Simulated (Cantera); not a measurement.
**Si + HCl (silicon etching in halogen gases)**

Input: 1 mol Si, 1.5 mol HCl, at 10.0 mbar.

These are equilibrium values from Cantera (NASA tables, ideal gas, pure condensed phases), not measurements of a reactor. Candidate condensed phases: Si; 19 gas species. The tables' values for SiCl3 are old estimates; treat these amounts as uncertain. Rates play no part.

| T (°C) | x H2 | x SiCl4 | x HCl | x SiHCl3 | x SiCl3 | x SiCl2 | n Si(s) |
|---|---|---|---|---|---|---|---|
| 552 | 0.650 | 0.306 | 0.00669 | 0.0367 | 0.000515 | 7.64e-5 | 0.616 |
| 577 | 0.648 | 0.305 | 0.00906 | 0.0362 | 0.000805 | 0.000151 | 0.617 |
| 602 | 0.646 | 0.304 | 0.0120 | 0.0357 | 0.00123 | 0.000286 | 0.618 |
| 627 | 0.644 | 0.303 | 0.0157 | 0.0352 | 0.00182 | 0.000523 | 0.619 |
| 652 | 0.641 | 0.301 | 0.0202 | 0.0346 | 0.00264 | 0.000924 | 0.620 |
| 677 | 0.637 | 0.298 | 0.0257 | 0.0339 | 0.00376 | 0.00158 | 0.621 |
| 702 | 0.632 | 0.294 | 0.0321 | 0.0332 | 0.00522 | 0.00262 | 0.622 |
| 727 | 0.627 | 0.290 | 0.0395 | 0.0324 | 0.00712 | 0.00423 | 0.622 |
| 752 | 0.620 | 0.284 | 0.0481 | 0.0315 | 0.00951 | 0.00665 | 0.623 |
| 777 | 0.612 | 0.276 | 0.0578 | 0.0304 | 0.0125 | 0.0102 | 0.623 |
| 802 | 0.603 | 0.267 | 0.0686 | 0.0292 | 0.0160 | 0.0152 | 0.623 |
x: gas mole fraction; n: condensed amount in mol.

From 552 °C to 802 °C the condensed part is Si(s). The main Si-bearing gas is SiCl4 throughout.
